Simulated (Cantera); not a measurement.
A closed system holds: 1 mol Fe, 0.065 mol H₂O, 1.5 mol H₂, 3.4 mol NH₃, at 8.30 bar.

Cantera equilibrium calculation (NASA polynomials, part measured and part estimated; ideal gas, pure solids and liquids). Candidate condensed phases: Fe, FeO, Fe(OH)₂, Fe(OH)₃, Fe₂O₃, Fe₃O₄, H₂O; 27 gas species. Rates play no part. All values below are at 1748 K.

Base state: H₂ 0.789, N₂ 0.203, H₂O 0.00777, NH₃ 8.55e-5, H 7.04e-5 (mole fractions); condensed: Fe(δ).

### Question
What changes in the equilibrium state with this change: pressure from 8.30 bar to 10.0 mbar?

### Answer
```json
[
 {"species": "H₂", "before": "0.789", "after": "0.786"},
 {"species": "N₂", "before": "0.203", "after": "0.203"},
 {"species": "H₂O", "before": "0.00777", "after": "0.00775"},
 {"species": "H", "before": "7.04e-5", "after": "0.00203"},
 {"species": "Fe", "before": "1.63e-6", "after": "0.00135"},
 {"species": "NH₃", "before": "8.55e-5", "after": "1.02e-7"},
 {"species": "Fe(δ), mol", "before": "1.000", "after": "0.989"}
]
```

### Question
What changes in the equilibrium state with this change: pressure from 8.30 bar to 71.0 Pa?

### Answer
```json
[
 {"species": "H₂", "before": "0.789", "after": "0.767"},
 {"species": "N₂", "before": "0.203", "after": "0.199"},
 {"species": "Fe", "before": "1.63e-6", "after": "0.0190"},
 {"species": "H", "before": "7.04e-5", "after": "0.00751"},
 {"species": "NH₃", "before": "8.55e-5", "after": "6.94e-9"},
 {"species": "H₂O", "before": "0.00777", "after": "0.00759"},
 {"species": "Fe(δ), mol", "before": "1.000", "after": "0.837"}
]
```
